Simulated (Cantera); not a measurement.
## Adiabatic ignition

An adiabatic, constant-volume homogeneous reactor starts with 4.94 % CH4, 0.889 % CO, 18.1 % O2, 68.1 % N2, 7.90 % H2O, at 1100 K and 101000 Pa.

Detailed kinetics in Cantera: GRI-Mech 3.0 (53 species, 325 reactions).

```json
[
 {"t (s)": "3.00e-6", "T (K)": "1100", "P (bar)": "1.01", "x CH4": "0.0494", "x CO": "0.00889", "x O2": "0.181", "x NO2": "<1e-12", "x H2O": "0.0790"},
 {"t (s)": "1.50e-5", "T (K)": "1100", "P (bar)": "1.01", "x CH4": "0.0494", "x CO": "0.00889", "x O2": "0.181", "x NO2": "<1e-12", "x H2O": "0.0790"},
 {"t (s)": "7.54e-5", "T (K)": "1100", "P (bar)": "1.01", "x CH4": "0.0494", "x CO": "0.00889", "x O2": "0.181", "x NO2": "<1e-12", "x H2O": "0.0790"},
 {"t (s)": "0.000378", "T (K)": "1100", "P (bar)": "1.01", "x CH4": "0.0494", "x CO": "0.00889", "x O2": "0.181", "x NO2": "<1e-12", "x H2O": "0.0790"},
 {"t (s)": "0.00189", "T (K)": "1100", "P (bar)": "1.01", "x CH4": "0.0494", "x CO": "0.00889", "x O2": "0.181", "x NO2": "<1e-12", "x H2O": "0.0790"},
 {"t (s)": "0.00950", "T (K)": "1100", "P (bar)": "1.01", "x CH4": "0.0494", "x CO": "0.00889", "x O2": "0.181", "x NO2": "<1e-12", "x H2O": "0.0790"},
 {"t (s)": "0.0476", "T (K)": "1101", "P (bar)": "1.01", "x CH4": "0.0493", "x CO": "0.00889", "x O2": "0.181", "x NO2": "<1e-12", "x H2O": "0.0791"},
 {"t (s)": "0.239", "T (K)": "2358", "P (bar)": "2.17", "x CH4": "<1e-12", "x CO": "0.00234", "x O2": "0.0731", "x NO2": "7.61e-6", "x H2O": "0.173"},
 {"t (s)": "1.20", "T (K)": "2356", "P (bar)": "2.17", "x CH4": "<1e-12", "x CO": "0.00232", "x O2": "0.0726", "x NO2": "8.67e-6", "x H2O": "0.173"},
 {"t (s)": "6.00", "T (K)": "2356", "P (bar)": "2.17", "x CH4": "<1e-12", "x CO": "0.00232", "x O2": "0.0726", "x NO2": "8.67e-6", "x H2O": "0.173"}
]
```
x: mole fraction; the columns are a selection and need not sum to one.

The time of steepest temperature rise is 0.181 s. The temperature at 6.00 s is 2356 K. The equilibrium temperature comes out as 2356 K and the x(CH4) at 6.00 s comes out as <1e-12 (gas-phase equilibrium <1e-12). The x(CO) at 6.00 s is 0.00232 (gas-phase equilibrium 0.00232) and the x(O2) at 6.00 s is 0.0726 (gas-phase equilibrium 0.0726).
